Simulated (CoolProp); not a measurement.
Sulfur dioxide along the isobar 41.2 bar: fugacity coefficient from the reference equation and from simpler models built on Tc = 157.5 °C, pc = 78.87 bar, ω = 0.256; each cubic takes its own stable root.

Model: reference Helmholtz-energy equation of state, Gao 2016, in CoolProp.

| T (°C) | phase | reference | van der Waals | Peng-Robinson |
|---|---|---|---|---|
| -17.55 | liquid | 0.01844 | 0.1618 | 0.01881 |
| 1.35 | liquid | 0.04148 | 0.2327 | 0.04196 |
| 20.25 | liquid | 0.08193 | 0.3181 | 0.08252 |
| 39.15 | liquid | 0.1457 | [?] | 0.1464 |
| 58.15 | liquid | [?] | 0.5283 | 0.2392 |
| 77.05 | liquid | 0.3613 | 0.6483 | [?] |
| 95.95 | liquid | [?] | 0.7736 | 0.5168 |
| 114.95 | liquid | 0.6990 | 0.8005 | 0.6975 |
| 133.85 | gas | 0.7826 | [?] | 0.7741 |
| 152.75 | gas | [?] | 0.8416 | 0.8042 |
| 171.65 | gas | 0.8422 | [?] | 0.8294 |
| 190.65 | gas | 0.8640 | 0.8720 | 0.8509 |

Task: What belongs in the gaps?

Result: 
- 39.15, van der Waals: 0.4170
- 58.15, reference: 0.2381
- 77.05, Peng-Robinson: 0.3627
- 95.95, reference: 0.5157
- 133.85, van der Waals: 0.8227
- 152.75, reference: 0.8157
- 171.65, van der Waals: 0.8578

At some of these states van der Waals gives the other phase, because its saturation line lies elsewhere.
